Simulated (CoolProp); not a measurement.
Properties of chlorine along the isotherm 406.9 K.

Values from CoolProp's reference Helmholtz-energy equation of state, Thol 2021.

| p (MPa) | phase | density (kg/m³) | isothermal compressibility (1/MPa) | fugacity coefficient |
|---|---|---|---|---|
| 0.0632 | gas | 1.328 | 15.87 | 0.9972 |
| 0.144 | gas | 3.038 | 6.990 | 0.9935 |
| 0.328 | gas | 6.979 | 3.095 | 0.9853 |
| 0.746 | gas | 16.19 | (withheld) | 0.9666 |
| 1.7 | gas | 38.79 | 0.6442 | (withheld) |
| 3.86 | gas | (withheld) | (withheld) | (withheld) |
| 8.79 | liquid | 971.6 | (withheld) | (withheld) |
| 20 | liquid | 1110 | 0.006767 | 0.3034 |

**Question.** Complete the blanks.

**Answer.** 
- 0.746, isothermal compressibility (1/MPa): 1.390
- 1.7, fugacity coefficient: 0.9241
- 3.86, density (kg/m³): 102.1
- 3.86, isothermal compressibility (1/MPa): 0.3443
- 3.86, fugacity coefficient: 0.8285
- 8.79, isothermal compressibility (1/MPa): 0.02560
- 8.79, fugacity coefficient: 0.5522
